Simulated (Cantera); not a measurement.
A closed system holds: 1 mol Cr₂O₃, 160 mol H₂, 3 mol N₂, at 1398.15 K and 0.00140 bar.

Equilibrium computed with Cantera from the NASA thermochemical tables; the gas is ideal and each condensed phase is pure. Candidate condensed phases: Cr, CrN, Cr₂N, Cr₂O₃, H₂O; 29 gas species. Mutual solubility and eutectic melting of coexisting phases are not modelled. Kinetics and transport are ignored.

### Question
What is the equilibrium state?

### Answer
```
Quantity                                Result
----------------------------------  ----------
x(H₂)                                    0.981
x(N₂)                                   0.0184
x(H₂O)                                0.000590
x(H)                                  0.000126
x(Cr)                                  4.22e-5
n(Cr(s))                            0.0573 mol
n(Cr₂O₃(s))                          0.968 mol
gas amount                           163.0 mol
log10 activity of Cr₂N(s) (absent)       -1.35
```
